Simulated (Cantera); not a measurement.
Input (Python, Cantera) and output of one run.

```python
import numpy as np
import cantera as ct

gas_names = """
    CL CLO CL2 N NO NO2 NO3 N2 N2O O O2 O3 Si SiCL SiCL2 SiCL3 SiCL4 SiN SiO SiO2 Si2 Si2N Si3
""".split()
cond_names = """
    Si(cr) Si(L) SiO2(Lqz) SiO2(hqz) SiO2(L) Si2N2O(s) Si3N4(a)
""".split()


# ... load() reads the species with a 1 bar reference pressure and builds the phases ...
atoms = {
    'SiO2': {'Si': 1, 'O': 2},
    'SiCl4': {'Si': 1, 'CL': 4},
    'N2': {'N': 2},
}
top_T = {'Si2N2O(s)': 2100, 'Si3N4(a)': 2400}  # K; cautious upper limits of use, not melting points


# ... equilibrate(T, P, feed) seeds the gas with the atoms and calls Mixture.equilibrate('TP', solver="vcs", rtol=1e-11, max_steps=5000) ...
results = []
feed = {'SiO2': 1, 'SiCl4': 0.76, 'N2': 27}  # mol
T = 1223.15  # K
P = 133.322  # Pa
mix = equilibrate(T, P, feed)
results.append((T, P, feed, dict(zip(mix.species_names, mix.species_moles))))
x = sorted(zip(gas.X, gas.species_names), reverse=True)
print(f"T = {T:g} K  P = {P:g} Pa  gas = {mix.phase_moles(0):.4g} mol")
print("   x: " + "  ".join(f"{s} {v:.3e}" for v, s in x if v > 0.0001))
print("   condensed (mol): " + ("  ".join(f"{mix.phase(i).name} {mix.phase_moles(i):.4g}"
      for i in range(1, mix.n_phases) if mix.phase_moles(i) > 1e-12) or "none"))
```

Output:

```
T = 1223.15 K  P = 133.322 Pa  gas = 27.76 mol
   x: N2 9.724e-01  SiCL4 2.720e-02  CL 1.787e-04  SiCL3 1.650e-04
   condensed (mol): SiO2(hqz) 1
```

Method: chemical equilibrium by Gibbs-energy minimisation in Cantera with the NASA 1993 tables (ideal gas, pure condensed phases). The tables' values for SiCl3 are old estimates; treat these amounts as uncertain. The tables hold silica as quartz up to 1696 K and as liquid above; real silica turns to tridymite and cristobalite and melts near 1996 K.
